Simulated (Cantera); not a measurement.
Source: NASA polynomial tables (part measured, part estimated), evaluated in Cantera. Values are per mole of reaction as written; species without (g) are pure solids or liquids, kept so even where they would boil at 1 bar.

Q: Between 300 and 2873 K, where is each reaction favourable under standard conditions?
- 2 H(g) + C2H4(g) + TiO(g) → C2H5OH(g) + Ti

A: 
- 2 H(g) + C2H4(g) + TiO(g) → C2H5OH(g) + Ti: ΔG° is -667 kJ at 300 K and 301 kJ at 2873 K; it changes sign between 300 and 2373 K. ΔH° is -732 kJ and ΔS° -360 J/K at 2873 K.
